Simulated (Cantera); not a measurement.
A freely propagating, adiabatic, planar premixed flame of CH4 : CO : O2 : N2 = 1 : 0.075 : 2.34 : 8.81 (molar parts), equivalence ratio 0.87, unburnt at 375 K and 160000 Pa; unity-Lewis-number transport, grid criteria slope 0.08 and curve 0.16, no radiation.

Detailed kinetics in Cantera: GRI-Mech 3.0 (53 species, 325 reactions). Unity Lewis numbers drop preferential diffusion, which matters most where H2 and H carry the flame. Burning velocities carry a grid error of a few per cent, more on coarse grids.

**Question.** Predict: laminar burning velocity; thermal thickness; peak x(C2H4).

**Answer.** 
| Quantity | Result |
|---|---|
| laminar burning velocity | 35.2 cm/s |
| thermal thickness | 0.321 mm |
| peak x(C2H4) | 0.000245 |
